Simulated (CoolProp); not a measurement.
Properties of fluorine along the isobar 0.762 MPa.

The numbers come from the reference Helmholtz-energy equation of state, de Reuck 1990 in CoolProp.

```tsv
T (K)	phase	isothermal compressibility (1/MPa)	fugacity coefficient
122.8	gas	1.444	[?]
135.5	gas	1.403	[?]
148.1	gas	[?]	[?]
160.8	gas	[?]	[?]
173.4	gas	[?]	[?]
186.1	gas	1.342	0.9790
198.7	gas	1.336	0.9831
211.4	gas	1.331	0.9864
224.1	gas	1.327	0.9890
236.7	gas	1.325	0.9910
249.4	gas	1.322	0.9927
262	gas	1.320	0.9941
274.7	gas	1.319	0.9952
287.3	gas	1.317	0.9962
300	gas	1.316	0.9970
```

Problem. Some entries are withheld; supply them.

Solution. 
- 122.8, fugacity coefficient: 0.9215
- 135.5, fugacity coefficient: 0.9423
- 148.1, isothermal compressibility (1/MPa): 1.378
- 148.1, fugacity coefficient: 0.9563
- 160.8, isothermal compressibility (1/MPa): 1.361
- 160.8, fugacity coefficient: 0.9663
- 173.4, isothermal compressibility (1/MPa): 1.350
- 173.4, fugacity coefficient: 0.9736
